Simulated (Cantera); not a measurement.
Thermodynamics of carbothermic reduction, feed PbO + CH4 + H2

A closed system holds: 1 mol PbO, 0.33 mol CH4, 7.6 mol H2, held at 0.0230 bar.

Cantera equilibrium calculation (NASA polynomials, part measured and part estimated; ideal gas, pure solids and liquids). Candidate condensed phases: C, C6H6, C7H8, C8H18, H2O, Pb, PbO, PbO2, Pb3O4; 113 gas species. Equilibrium is a limit: real reactors are often held back by kinetics, nucleation or transport.

From 1173 K to 1273 K the condensed part is Pb(l). From 1373 K to 1973 K nothing is condensed. The main Pb-bearing gas is Pb throughout.

| T (K) | log p H2 | log p Pb | log p H2O | log p CO | log p H | n Pb(l) |
|---|---|---|---|---|---|---|
| 1173 | -1.70 | -3.37 | -2.77 | -3.09 | -7.78 | 0.840 |
| 1273 | -1.73 | -2.74 | -2.79 | -3.11 | -7.01 | 0.255 |
| 1373 | -1.74 | -2.62 | -2.80 | -3.12 | -6.35 | 0 |
| 1473 | -1.74 | -2.62 | -2.80 | -3.12 | -5.77 | 0 |
| 1573 | -1.74 | -2.62 | -2.80 | -3.11 | -5.26 | 0 |
| 1673 | -1.74 | -2.62 | -2.80 | -3.11 | -4.81 | 0 |
| 1773 | -1.74 | -2.62 | -2.80 | -3.11 | -4.42 | 0 |
| 1873 | -1.74 | -2.62 | -2.80 | -3.11 | -4.06 | 0 |
| 1973 | -1.74 | -2.62 | -2.80 | -3.11 | -3.74 | 0 |
log p: log10 of the partial pressure in bar; n: condensed amount in mol.
